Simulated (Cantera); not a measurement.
Input (Python, Cantera):

```python
import numpy as np
import cantera as ct

gas = ct.Solution("SiF4_NH3_mec.yaml", "gas")
gas.TPX = 2275, 130000, {'NH3': 1, 'N2': 0.11, 'H2': 0.038}
reactor = ct.IdealGasConstPressureReactor(gas, energy="off", clone=False)
net = ct.ReactorNet([reactor])
net.rtol, net.atol = 1e-08, 1e-18
show = ['NH3', 'H', 'NH', 'N2H4', 'N2H2']
times = np.geomspace(0.0003, 5, 15)

steps = ct.SolutionArray(gas, extra=["t"])
rows = []
print(f"{'t/s':>10s}{'T/K':>9s}{'P/Pa':>11s}" + "".join(f"{s:>11s}" for s in show))
for t in times:
    while net.time < t:
        t_next = net.step()
        steps.append(gas.state, t=t_next)
    rows.append([np.interp(t, steps.t, y) for y in (steps.T, steps.P, *steps(*show).X.T)])
    print(f"{t:10.3e}{rows[-1][0]:9.1f}{rows[-1][1]:11.4g}" + "".join(f"{x:11.3e}" for x in rows[-1][2:]))
rate = np.gradient(steps.T, steps.t)
print("integrator steps:", len(steps.t))
if steps.T.max() > steps.T[0] + 200:
    print(f"time of steepest temperature rise: {steps.t[rate.argmax()]:.4e} s")
gas.TPX = 2275, 130000, {'NH3': 1, 'N2': 0.11, 'H2': 0.038}
gas.equilibrate("TP")
print(f"equilibrium (TP): T = {gas.T:.1f} K  " + "  ".join(f"{s} {gas[s].X[0]:.3e}" for s in show))
```

Result:

```
       t/s      T/K       P/Pa        NH3          H         NH       N2H4       N2H2
 3.000e-04   2275.0    1.3e+05  7.128e-01  2.455e-04  7.158e-05  1.018e-06  1.786e-05
 6.007e-04   2275.0    1.3e+05  5.915e-01  3.979e-04  7.345e-05  7.256e-07  1.327e-05
 1.203e-03   2275.0    1.3e+05  4.220e-01  6.536e-04  7.030e-05  4.314e-07  8.214e-06
 2.409e-03   2275.0    1.3e+05  2.346e-01  1.069e-03  6.045e-05  1.878e-07  3.892e-06
 4.824e-03   2275.0    1.3e+05  8.577e-02  1.780e-03  4.393e-05  4.704e-08  1.202e-06
 9.659e-03   2275.0    1.3e+05  1.412e-02  3.406e-03  2.330e-05  3.968e-09  1.591e-07
 1.934e-02   2275.0    1.3e+05  9.546e-04  6.083e-03  4.981e-06  5.651e-11  3.608e-09
 3.873e-02   2275.0    1.3e+05  2.177e-04  6.306e-03  1.222e-06  3.158e-12  2.108e-10
 7.755e-02   2275.0    1.3e+05  8.424e-05  6.316e-03  4.746e-07  4.743e-13  3.465e-11
 1.553e-01   2275.0    1.3e+05  3.798e-05  6.318e-03  2.141e-07  9.645e-14  9.799e-12
 3.110e-01   2275.0    1.3e+05  1.849e-05  6.318e-03  1.042e-07  2.286e-14  4.958e-12
 6.227e-01   2275.0    1.3e+05  9.891e-06  6.318e-03  5.576e-08  6.550e-15  3.885e-12
 1.247e+00   2275.0    1.3e+05  6.490e-06  6.318e-03  3.659e-08  2.825e-15  3.640e-12
 2.497e+00   2275.0    1.3e+05  5.648e-06  6.318e-03  3.184e-08  2.142e-15  3.595e-12
 5.000e+00   2275.0    1.3e+05  5.588e-06  6.318e-03  3.150e-08  2.096e-15  3.592e-12
integrator steps: 1722
equilibrium (TP): T = 2275.0 K  NH3 5.587e-06  H 6.318e-03  NH 3.150e-08  N2H4 2.096e-15  N2H2 3.592e-12
```

Computed with Cantera and the gas-phase N/H chemistry of the illustrative SiF4/NH3 mechanism in the Surface Chemkin manual (1991). Walls and surfaces, which speed up NH3 decomposition in real reactors, are not modelled.
